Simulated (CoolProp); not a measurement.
Chloromethane (R40) at 293.15 K and 0.221 MPa is compressed adiabatically to 1.26 MPa with isentropic efficiency 0.9. Each further row changes one setting.

Model: reference Helmholtz-energy equation of state, Thol 2014, in CoolProp.

```
case             work (kJ/kg)  final temperature (K)  final density (kg/m³)
---------------  ------------  ---------------------  ---------------------
as stated                   ?                      ?                   19.5
efficiency 1                ?                      ?                   20.1
efficiency 0.65           146                      ?                      ?
```

Q: Complete the blanks.

A: 
- as stated, work (kJ/kg): 105
- as stated, final temperature (K): 421.0
- efficiency 1, work (kJ/kg): 94.8
- efficiency 1, final temperature (K): 411.3
- efficiency 0.65, final temperature (K): 458.2
- efficiency 0.65, final density (kg/m³): 17.6
